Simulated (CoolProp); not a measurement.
Vapour-liquid equilibrium of n-octane (1) + n-dodecane (2) at 0.025 MPa; x and y are mole fractions of (1).

Computed with CoolProp (multi-fluid Helmholtz-energy mixture model, Beckmüller 2019 and Lemmon 2004; pair parameters Bell 2016).

```csv
x,"bubble temperature, mixture model (°C)","bubble temperature, Raoult's law (°C)","y, mixture model","y, Raoult's law"
0.05,?,151.4,0.346,0.393
0.2,?,125.4,0.776,0.804
0.35,?,110.6,?,0.915
0.5,101.9,100.7,0.955,0.958
0.65,94.1,93.4,0.979,0.979
0.8,?,87.8,0.991,0.991
0.95,83.2,83.2,0.998,0.998
```

Q: Fill in the missing entries.

A: 
- 0.05, bubble temperature, mixture model (°C): 153.3
- 0.2, bubble temperature, mixture model (°C): 128.2
- 0.35, bubble temperature, mixture model (°C): 112.6
- 0.35, y, mixture model: 0.905
- 0.8, bubble temperature, mixture model (°C): 88.0

The largest gap from Raoult's law is +2.8 K in bubble temperature, at x = 0.2. No azeotrope shows between x = 0.05 and 0.95.

The pair parameters rest on a limited set of measurements; away from them the model extrapolates.
